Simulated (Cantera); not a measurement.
**Equilibrium for hydrogen reduction and annealing atmospheres: Al₂O₃ + H₂ + N₂**

Feed: 1 mol Al₂O₃, 750 mol H₂, 4 mol N₂, equilibrated at 0.100 bar.

Method: chemical equilibrium by Gibbs-energy minimisation in Cantera with the NASA 1993 tables (ideal gas, pure condensed phases). Candidate condensed phases: Al, AlN, Al₂O₃, H₂O; 35 gas species. The tables' values for AlOH are old estimates; treat these amounts as uncertain. Kinetics and transport are ignored.

```json
[
 {"T (°C)": "1450", "log p H₂": "-1.00", "log p H": "-4.24", "log p N₂": "-3.28", "log p H₂O": "-5.92", "log p Al": "-6.25", "log p Al₂O": "-7.03", "n Al₂O₃(s)": "0.997"},
 {"T (°C)": "1500", "log p H₂": "-1.00", "log p H": "-4.05", "log p N₂": "-3.28", "log p H₂O": "-5.66", "log p Al": "-5.99", "log p Al₂O": "-6.71", "n Al₂O₃(s)": "0.994"},
 {"T (°C)": "1550", "log p H₂": "-1.00", "log p H": "-3.86", "log p N₂": "-3.28", "log p H₂O": "-5.41", "log p Al": "-5.74", "log p Al₂O": "-6.42", "n Al₂O₃(s)": "0.989"},
 {"T (°C)": "1600", "log p H₂": "-1.00", "log p H": "-3.69", "log p N₂": "-3.28", "log p H₂O": "-5.17", "log p Al": "-5.51", "log p Al₂O": "-6.14", "n Al₂O₃(s)": "0.980"},
 {"T (°C)": "1650", "log p H₂": "-1.00", "log p H": "-3.53", "log p N₂": "-3.28", "log p H₂O": "-4.95", "log p Al": "-5.29", "log p Al₂O": "-5.87", "n Al₂O₃(s)": "0.967"},
 {"T (°C)": "1700", "log p H₂": "-1.00", "log p H": "-3.37", "log p N₂": "-3.28", "log p H₂O": "-4.73", "log p Al": "-5.09", "log p Al₂O": "-5.63", "n Al₂O₃(s)": "0.945"},
 {"T (°C)": "1750", "log p H₂": "-1.01", "log p H": "-3.22", "log p N₂": "-3.28", "log p H₂O": "-4.53", "log p Al": "-4.89", "log p Al₂O": "-5.39", "n Al₂O₃(s)": "0.911"},
 {"T (°C)": "1800", "log p H₂": "-1.01", "log p H": "-3.08", "log p N₂": "-3.28", "log p H₂O": "-4.34", "log p Al": "-4.71", "log p Al₂O": "-5.17", "n Al₂O₃(s)": "0.860"},
 {"T (°C)": "1850", "log p H₂": "-1.01", "log p H": "-2.95", "log p N₂": "-3.28", "log p H₂O": "-4.15", "log p Al": "-4.53", "log p Al₂O": "-4.97", "n Al₂O₃(s)": "0.784"},
 {"T (°C)": "1900", "log p H₂": "-1.01", "log p H": "-2.82", "log p N₂": "-3.28", "log p H₂O": "-3.98", "log p Al": "-4.37", "log p Al₂O": "-4.77", "n Al₂O₃(s)": "0.673"},
 {"T (°C)": "1950", "log p H₂": "-1.01", "log p H": "-2.70", "log p N₂": "-3.28", "log p H₂O": "-3.81", "log p Al": "-4.21", "log p Al₂O": "-4.58", "n Al₂O₃(s)": "0.514"},
 {"T (°C)": "2000", "log p H₂": "-1.02", "log p H": "-2.58", "log p N₂": "-3.28", "log p H₂O": "-3.65", "log p Al": "-4.06", "log p Al₂O": "-4.40", "n Al₂O₃(s)": "0.290"}
]
```
log p: log10 of the partial pressure in bar; n: condensed amount in mol.

From 1450 °C to 2000 °C the condensed part is Al₂O₃(s). The main Al-bearing gas is Al throughout. The share of Al in condensed phases is highest at 1450 °C (99.7 %) and lowest at 2000 °C (29.0 %).
